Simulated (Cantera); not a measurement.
Charge: 1 mol Si₂H₆, 1.6 mol CO₂, 50 mol N₂, held at 0.133 bar.

These are equilibrium values from Cantera (NASA tables, ideal gas, pure condensed phases), not measurements of a reactor. Candidate condensed phases: C, C₆H₆, C₇H₈, C₈H₁₈, H₂O, Si, SiC, SiO₂, Si₂N₂O, Si₃N₄; 151 gas species. The feed counts by its element totals alone. N₂ is the only nitrogen source here; it is nearly inert below about 1500 K, so the nitride shown seldom forms there in practice. Rates play no part.

x: gas mole fraction; n: condensed amount in mol.

```
T (K)   x N₂    x H₂     x CH₄    x NH₃  n C(graphite)  n SiO₂(α-quartz)  n Si₂N₂O(s)  n SiO₂(β-quartz)
-----  -----  ------  --------  -------  -------------  ----------------  -----------  ----------------
550    0.962  0.0187    0.0197  3.52e-5          0.584              1.47        0.267                 0
600    0.955       ?         ?        ?              ?              1.47        0.267                 0
650    0.949  0.0439   0.00668  2.24e-5           1.25              1.47        0.267                 0
700    0.946  0.0511         ?        ?           1.44              1.47        0.267                 0
750    0.944  0.0544   0.00126  8.40e-6           1.53              1.47        0.267                 0
800    0.944  0.0558  0.000558  5.10e-6           1.57              1.47        0.267                 0
850    0.943  0.0564  0.000264  3.22e-6           1.58                 0        0.267              1.47
```

Question: Some entries are withheld; supply them.

Answer: 
- 600, x H₂: 0.0319
- 600, x CH₄: 0.0128
- 600, x NH₃: 3.09e-5
- 600, n C(graphite): 0.932
- 700, x CH₄: 0.00296
- 700, x NH₃: 1.40e-5
